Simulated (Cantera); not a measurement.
**Ammonia decomposition in nitride growth gas**

An isothermal, constant-pressure homogeneous reactor starts with NH3 : H2 : N2 = 1 : 8.5 : 0.44 (molar parts), at 1623 K and 1.01 bar.

Computed with Cantera and the gas-phase N/H chemistry of the illustrative SiF4/NH3 mechanism in the Surface Chemkin manual (1991). Walls and surfaces, which speed up NH3 decomposition in real reactors, are not modelled.

| t (s) | x NH3 | x H2 | x NH2 | x N2H4 | x N2H2 | x NH | x N |
|---|---|---|---|---|---|---|---|
| 2.00e-6 | 0.101 | 0.855 | 6.95e-9 | <1e-12 | <1e-12 | <1e-12 | <1e-12 |
| 9.02e-6 | 0.101 | 0.855 | 2.85e-8 | <1e-12 | <1e-12 | <1e-12 | <1e-12 |
| 4.07e-5 | 0.101 | 0.855 | 1.25e-7 | <1e-12 | <1e-12 | 4.41e-12 | <1e-12 |
| 0.000184 | 0.101 | 0.855 | 5.63e-7 | 6.60e-12 | 8.79e-12 | 9.10e-11 | <1e-12 |
| 0.000829 | 0.101 | 0.855 | 2.52e-6 | 1.34e-10 | 1.96e-10 | 1.83e-9 | 8.45e-12 |
| 0.00374 | 0.101 | 0.855 | 9.95e-6 | 2.10e-9 | 3.50e-9 | 2.86e-8 | 5.20e-10 |
| 0.0169 | 0.101 | 0.855 | 1.62e-5 | 5.55e-9 | 1.01e-8 | 7.57e-8 | 2.24e-9 |
| 0.0762 | 0.100 | 0.855 | 1.62e-5 | 5.56e-9 | 1.01e-8 | 7.59e-8 | 2.25e-9 |
| 0.344 | 0.0995 | 0.856 | 1.61e-5 | 5.47e-9 | 9.97e-9 | 7.54e-8 | 2.24e-9 |
| 1.55 | 0.0956 | 0.858 | 1.55e-5 | 5.08e-9 | 9.26e-9 | 7.29e-8 | 2.17e-9 |
| 7.00 | 0.0814 | 0.866 | 1.33e-5 | 3.76e-9 | 6.82e-9 | 6.34e-8 | 1.91e-9 |
x: mole fraction; the columns are a selection and need not sum to one.

Equilibrium at this temperature and pressure: NH3 1.13e-5, H2 0.914, NH2 1.97e-9, N2H4 <1e-12, N2H2 <1e-12, NH 1.00e-11, N <1e-12 (gas phase only).
